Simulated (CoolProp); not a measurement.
Computed with CoolProp (reference Helmholtz-energy equation of state, Fiedler 2023).

Task: Give the vapour pressure (MPa), liquid density (kg/m³), vapour Z of saturated tetrahydrofuran at 379.6, 429.6 K.

Result: 
```json
[
 {"T (K)": "379.6", "p (MPa)": "0.321", "liquid density (kg/m³)": "787", "vapour Z": "0.934"},
 {"T (K)": "429.6", "p (MPa)": "0.955", "liquid density (kg/m³)": "719", "vapour Z": "0.855"}
]
```
